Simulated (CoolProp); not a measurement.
Aqueous ethanol as a coolant, 50 % by mass, freezing at -37.6 °C, 1 atm.

Model: Melinder's fits for secondary coolants, in CoolProp.

| T (°C) | cp (kJ/(kg K)) | Prandtl number | conductivity (W/(m K)) | viscosity (mPa s) |
|---|---|---|---|---|
| -17.9 | 3.407 | 194 | 0.307 | 17.5 |
| -12 | 3.487 | 139 | 0.309 | 12.3 |
| -6 | 3.563 | 102 | 0.310 | 8.86 |
| -0.1 | 3.632 | 76.8 | 0.312 | 6.60 |
| 5.9 | 3.697 | 59.1 | 0.314 | 5.02 |
| 11.8 | 3.755 | 46.6 | 0.315 | 3.91 |
| 17.8 | 3.807 | 37.3 | 0.317 | 3.10 |
| 23.7 | 3.852 | 30.3 | 0.318 | 2.51 |
| 29.7 | 3.891 | 24.9 | 0.319 | 2.04 |
| 35.6 | 3.923 | 20.7 | 0.321 | 1.69 |
